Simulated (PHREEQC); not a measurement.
Na2CO3 is added in steps, without added water, to 1 kg of water holding 0.0052 mol HCl, 0.0013 mol Li2SO4 and 0.017 mol NiSO4, at 20 °C. Oxygen is held at 0.21 atm. No CO2 enters from the air. Only these solids could form: Ni(OH)2, NiCO3, Ni4(OH)6SO4, Halite, Mirabilite, Morenosite, Nahcolite, Natron.

Base run: PHREEQC, ion-association model, wateq4f.dat. Each further column changes one thing. The table gives pH.

```
Na2CO3 added (mol)  base  0.0018 mol/kgw NaOH added  0.00086 mol/kgw LiNO3 added  HCl replaced by SrCl2 at the same molality  no solid may form
------------------  ----  -------------------------  ---------------------------  ------------------------------------------  -----------------
0                   2.52                        [?]                         2.52                                        6.19               2.52
0.0047              6.05                       6.32                         6.05                                        6.40               6.05
0.00705             6.34                       6.44                         6.34                                        6.45               6.34
0.01175             6.51                       6.53                         6.51                                        6.56               6.69
0.01645             6.63                       6.66                         6.63                                        6.72               7.03
0.0188              6.70                       6.74                         6.70                                        6.83               7.27
0.0235              6.91                       6.97                         6.91                                        7.12               8.19
0.0282              7.18                       7.28                         7.18                                        7.32               8.83
0.03055             7.35                        [?]                         7.35                                        7.35               9.04
0.03525             7.77                       8.00                         7.77                                         [?]               9.41
0.03995             8.56                       8.85                         8.56                                        8.58               9.76
0.0423              8.90                       9.08                         8.90                                        8.95               9.90
0.047               9.24                       9.34                         9.24                                        9.30              10.12
```

Q: Complete the blanks.

A: 
- 0, 0.0018 mol/kgw NaOH added: 2.71
- 0.03055, 0.0018 mol/kgw NaOH added: 7.46
- 0.03525, HCl replaced by SrCl2 at the same molality: 7.71

The database's nickel carbonate constants are estimates that later reviews lower a good deal. The database's Ni(OH)2 is the aged solid; a fresh precipitate is more soluble. In at least one series the solution becomes supersaturated in solids that the run did not let form, among them Ni(OH)2. Solids allowed in the column 'HCl replaced by SrCl2 at the same molality': Celestite, Strontianite, Ni(OH)2, NiCO3, Ni4(OH)6SO4, Halite, Mirabilite, Morenosite, Nahcolite, Natron.
